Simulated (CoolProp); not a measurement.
Vapour-liquid equilibrium of sulfur dioxide (1) + toluene (2) at 0.223 bar; x and y are mole fractions of (1).

Values from CoolProp's multi-fluid Helmholtz-energy mixture model, Gao 2016 and Lemmon 2006; pair parameters Bell 2016.

```tsv
x	bubble temperature (K)	y at the bubble point	dew temperature at overall composition x (K)	liquid density (mol/L)
0.05	304.7	0.773	336.6	9.596
0.125	280.7	0.943	334.5	10.36
0.2	267.6	0.978	332.3	11.08
0.275	259.1	0.989	329.9	11.81
0.35	253.1	0.994	327.3	12.58
0.425	248.6	0.996	324.4	13.42
0.5	245.2	0.998	321.2	14.32
0.575	242.6	0.998	317.6	15.32
0.65	240.5	0.999	313.5	16.44
0.725	238.7	0.999	308.5	17.68
0.8	237.2	0.999	302.3	19.09
0.875	235.8	1.000	293.7	20.71
0.95	234.5	1.000	278.8	22.58
```

No azeotrope shows between x = 0.05 and 0.95.

The pair parameters rest on a limited set of measurements; away from them the model extrapolates. The gap from Raoult's law changes sign with composition, which may be real or a fault of the pair parameters; it wasn't checked against measurements.
